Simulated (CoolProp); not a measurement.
Vapour-liquid equilibrium of R125 (1) + n-butane (2) at 17.65 °C; x and y are mole fractions of (1).

Values from CoolProp's multi-fluid Helmholtz-energy mixture model, Lemmon 2005 and Bücker 2006; pair parameters Bell 2016.

```tsv
x	bubble pressure, mixture model (MPa)	bubble pressure, Raoult's law (MPa)	y, mixture model	y, Raoult's law
0.05	0.3543	0.2392	0.456	0.236
0.2	(withheld)	0.3798	(withheld)	0.595
0.35	0.8382	0.5205	(withheld)	0.760
0.5	0.9249	0.6611	(withheld)	0.855
0.65	0.9898	0.8017	0.848	0.916
0.8	1.055	0.9424	0.889	0.959
0.95	1.116	1.083	(withheld)	0.991
```

**Question.** Complete the blanks.

**Answer.** 
- 0.2, bubble pressure, mixture model (MPa): 0.6773
- 0.2, y, mixture model: 0.725
- 0.35, y, mixture model: 0.789
- 0.5, y, mixture model: 0.820
- 0.95, y, mixture model: 0.962

The largest gap from Raoult's law is +78.3 % in bubble pressure, at x = 0.2. No azeotrope shows between x = 0.05 and 0.95.

The pair parameters rest on a limited set of measurements; away from them the model extrapolates. With so large a gap from Raoult's law the liquid may split in two, which this calculation doesn't test in full.
